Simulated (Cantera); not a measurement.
Standard-state values (1 bar) from the NASA 1993 polynomials, evaluated with Cantera. Values are per mole of reaction as written; species without (g) are pure solids or liquids, kept so even where they would boil at 1 bar.

### Question
Between 300 and 2198 K, where is each reaction favourable under standard conditions?
- 3 F2(g) + 2 BN + 3 H2(g) → 2 NH3(g) + 2 BF3(g)

### Answer
- 3 F2(g) + 2 BN + 3 H2(g) → 2 NH3(g) + 2 BF3(g): ΔG° is -1821 kJ at 300 K and -1472 kJ at 2198 K; it stays negative (K > 1). ΔH° is -1908 kJ and ΔS° -198 J/K at 2198 K.
